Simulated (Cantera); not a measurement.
What does this Cantera script print?

```python
import numpy as np
import cantera as ct

gas = ct.Solution("gri30.yaml")
gas.TPX = 2225, 21000, {'CH4': 0.014, 'H2': 1}
reactor = ct.IdealGasConstPressureReactor(gas, energy="off", clone=False)
net = ct.ReactorNet([reactor])
net.rtol, net.atol = 1e-08, 1e-18
show = ['CH4', 'H2', 'C2H6', 'H', 'C2H', 'C2H2', 'C2H4']
times = np.geomspace(3e-05, 30, 10)

steps = ct.SolutionArray(gas, extra=["t"])
rows = []
print(f"{'t/s':>10s}{'T/K':>9s}{'P/Pa':>11s}" + "".join(f"{s:>11s}" for s in show))
for t in times:
    while net.time < t:
        t_next = net.step()
        steps.append(gas.state, t=t_next)
    rows.append([np.interp(t, steps.t, y) for y in (steps.T, steps.P, *steps(*show).X.T)])
    print(f"{t:10.3e}{rows[-1][0]:9.1f}{rows[-1][1]:11.4g}" + "".join(f"{x:11.3e}" for x in rows[-1][2:]))
rate = np.gradient(steps.T, steps.t)
print("integrator steps:", len(steps.t))
if steps.T.max() > steps.T[0] + 200:
    print(f"time of steepest temperature rise: {steps.t[rate.argmax()]:.4e} s")
gas.TPX = 2225, 21000, {'CH4': 0.014, 'H2': 1}
gas.equilibrate("TP")
print(f"equilibrium (TP): T = {gas.T:.1f} K  " + "  ".join(f"{s} {gas[s].X[0]:.3e}" for s in show))
```

It prints:

```
       t/s      T/K       P/Pa        CH4         H2       C2H6          H        C2H       C2H2       C2H4
 3.000e-05   2225.0    2.1e+04  1.355e-02  9.853e-01  5.585e-08  9.118e-04  3.446e-12  1.008e-07  5.907e-07
 1.392e-04   2225.0    2.1e+04  1.265e-02  9.822e-01  6.359e-07  4.053e-03  5.911e-09  3.872e-05  1.761e-05
 6.463e-04   2225.0    2.1e+04  8.276e-03  9.775e-01  9.496e-07  1.067e-02  7.242e-07  1.792e-03  3.220e-05
 3.000e-03   2225.0    2.1e+04  2.158e-03  9.789e-01  7.937e-08  1.293e-02  2.649e-06  5.418e-03  5.493e-06
 1.392e-02   2225.0    2.1e+04  3.949e-04  9.791e-01  2.883e-09  1.388e-02  3.415e-06  6.507e-03  3.032e-06
 6.463e-02   2225.0    2.1e+04  9.985e-05  9.791e-01  2.097e-10  1.408e-02  3.562e-06  6.691e-03  2.989e-06
 3.000e-01   2225.0    2.1e+04  7.623e-05  9.791e-01  1.325e-10  1.409e-02  3.572e-06  6.706e-03  2.991e-06
 1.392e+00   2225.0    2.1e+04  7.621e-05  9.791e-01  1.324e-10  1.409e-02  3.572e-06  6.706e-03  2.991e-06
 6.463e+00   2225.0    2.1e+04  7.621e-05  9.791e-01  1.324e-10  1.409e-02  3.572e-06  6.706e-03  2.991e-06
 3.000e+01   2225.0    2.1e+04  7.621e-05  9.791e-01  1.324e-10  1.409e-02  3.572e-06  6.706e-03  2.991e-06
integrator steps: 1036
equilibrium (TP): T = 2225.0 K  CH4 7.639e-05  H2 9.791e-01  C2H6 1.329e-10  H 1.409e-02  C2H 3.572e-06  C2H2 6.706e-03  C2H4 2.991e-06
```

Computed with Cantera and GRI-Mech 3.0 (53 species, 325 reactions). GRI-Mech 3.0 stops at C3 and has no aromatics, soot or wall deposition, so with more carbon than oxygen in the feed, carbon stays in small species such as C2H2 where larger ones or solid carbon would form.
